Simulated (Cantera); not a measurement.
What does this Cantera script print?

```python
import numpy as np
import cantera as ct

gas_names = [...]  # 92 gases of nasa_gas.yaml made of C, H, N
cond_names = """
    C(gr) C6H6(L) C7H8(L) C8H18(L),n-octa
""".split()


# ... load() reads the species with a 1 bar reference pressure and builds the phases ...
atoms = {
    'C2H6': {'C': 2, 'H': 6},
    'NH3': {'N': 1, 'H': 3},
    'H2': {'H': 2},
}
top_T = {'C(gr)': 4500}  # K; cautious upper limits of use, not melting points


# ... equilibrate(T, P, feed) seeds the gas with the atoms and calls Mixture.equilibrate('TP', solver="vcs", rtol=1e-11, max_steps=5000) ...
results = []
feed = {'C2H6': 1, 'NH3': 0.018, 'H2': 25}  # mol
T = 2848.15  # K
for P in [10, 160, 2500, 40000, 630000, 10000000]:
    mix = equilibrate(T, P, feed)
    results.append((T, P, feed, dict(zip(mix.species_names, mix.species_moles))))

top = {s: max(r[3][s] / sum(r[3][g] for g in gas_names) for r in results) for s in gas_names}
cols = sorted((s for s in top if top[s] > 1e-05), key=lambda s: -top[s])[:8]
seen = [c for c in cond_names if any(r[3].get(c, 0) > 1e-12 for r in results)]
print("log10 of partial pressures in bar; condensed amounts in mol")
print(f"{'P/Pa':>10s}" + "".join(f"{s[:9]:>10s}" for s in cols + seen))
for T, P, feed, n in results:
    ng = sum(n[g] for g in gas_names)
    print(f"{P:10.4g}" + "".join(f"{np.log10(max(n[s] / ng * P / 1e5, 1e-99)):10.3f}" for s in cols)
          + "".join(f"{n.get(c, 0):10.4g}" for c in seen))
```

It prints:

```
log10 of partial pressures in bar; condensed amounts in mol
      P/Pa         H        H2 C2H2,acet         C        C3       CH4       C2H        C2
        10    -4.016    -6.002    -8.883    -5.693    -6.457   -16.775    -7.762    -6.727
       160    -2.863    -3.697    -5.524    -5.166    -4.876   -11.637    -5.555    -5.673
      2500    -1.954    -1.879    -3.292    -4.959    -4.256    -7.794    -4.232    -5.259
     4e+04    -1.255    -0.480    -1.909    -4.967    -4.279    -5.004    -3.549    -5.275
   6.3e+05    -0.631     0.767    -0.683    -4.977    -4.310    -2.521    -2.946    -5.296
     1e+07    -0.026     1.978     0.466    -5.008    -4.404    -0.130    -2.402    -5.358
```

Method: chemical equilibrium by Gibbs-energy minimisation in Cantera with the NASA 1993 tables (ideal gas, pure condensed phases). The ideal-gas law is rough above about 30 bar.
